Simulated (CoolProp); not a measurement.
Vapour-liquid equilibrium of benzene (1) + cyclohexane (2) at 311 kPa; x and y are mole fractions of (1).

Computed with CoolProp (multi-fluid Helmholtz-energy mixture model, Thol 2012 and Zhou 2014; pair parameters Bell 2016).

Give the bubble temperature and the first vapour's composition at x = 0.25, 0.55, 0.65. Is there an azeotrope?

x = 0.25: 120.2 °C, y = 0.287; x = 0.55: 118.8 °C, y = 0.555; x = 0.65: 118.9 °C, y = 0.640. y crosses x between x = 0.55 and 0.65: the model has an azeotrope there.

Pair parameters are fitted to limited data, so mixtures are less certain than the pure fluids.
